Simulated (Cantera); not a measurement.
An adiabatic, constant-volume homogeneous reactor starts with CO : H2 : CH4 : O2 : N2 : CO2 = 1 : 1.1 : 0.22 : 2.26 : 8.49 : 1.5 (molar parts), equivalence ratio 0.66, at 1400 K and 1.28 atm. Integrator tolerance rtol = 1e-08.

Model: GRI-Mech 3.0 (53 species, 325 reactions), integrated in Cantera.

What does this change do: initial temperature 1400 to 1150 K?


```json
[
 {"quantity": "time of steepest temperature rise", "before": "29.9 µs", "after": "0.130 ms"},
 {"quantity": "temperature at 3.00 s", "before": "2593 K", "after": "2497 K"},
 {"quantity": "equilibrium temperature", "before": "2593 K", "after": "2497 K"},
 {"quantity": "x(CO) at 3.00 s", "before": "0.0273 (gas-phase equilibrium 0.0273)", "after": "0.0170 (gas-phase equilibrium 0.0170)"},
 {"quantity": "x(H2) at 3.00 s", "before": "0.00256 (gas-phase equilibrium 0.00256)", "after": "0.00161 (gas-phase equilibrium 0.00161)"},
 {"quantity": "x(CH4) at 3.00 s", "before": "<1e-12 (gas-phase equilibrium <1e-12)", "after": "<1e-12 (gas-phase equilibrium <1e-12)"},
 {"quantity": "x(O) at 3.00 s", "before": "0.00367 (gas-phase equilibrium 0.00367)", "after": "0.00211 (gas-phase equilibrium 0.00211)"},
 {"quantity": "x(OH) at 3.00 s", "before": "0.0115 (gas-phase equilibrium 0.0115)", "after": "0.00838 (gas-phase equilibrium 0.00838)"},
 {"quantity": "x(C2H6) at 3.00 s", "before": "<1e-12 (gas-phase equilibrium <1e-12)", "after": "<1e-12 (gas-phase equilibrium <1e-12)"},
 {"quantity": "x(CO2) at 3.00 s", "before": "0.170 (gas-phase equilibrium 0.170)", "after": "0.182 (gas-phase equilibrium 0.182)"}
]
```

What does this change do: initial temperature 1400 to 1575 K?


```csv
quantity,before,after
time of steepest temperature rise,29.9 µs,16.0 µs
temperature at 3.00 s,2593 K,2652 K
equilibrium temperature,2593 K,2652 K
x(CO) at 3.00 s,0.0273 (gas-phase equilibrium 0.0273),0.0353 (gas-phase equilibrium 0.0353)
x(H2) at 3.00 s,0.00256 (gas-phase equilibrium 0.00256),0.00332 (gas-phase equilibrium 0.00332)
x(CH4) at 3.00 s,<1e-12 (gas-phase equilibrium <1e-12),<1e-12 (gas-phase equilibrium <1e-12)
x(O) at 3.00 s,0.00367 (gas-phase equilibrium 0.00367),0.00510 (gas-phase equilibrium 0.00510)
x(OH) at 3.00 s,0.0115 (gas-phase equilibrium 0.0115),0.0139 (gas-phase equilibrium 0.0139)
x(C2H6) at 3.00 s,<1e-12 (gas-phase equilibrium <1e-12),<1e-12 (gas-phase equilibrium <1e-12)
x(CO2) at 3.00 s,0.170 (gas-phase equilibrium 0.170),0.161 (gas-phase equilibrium 0.161)
```
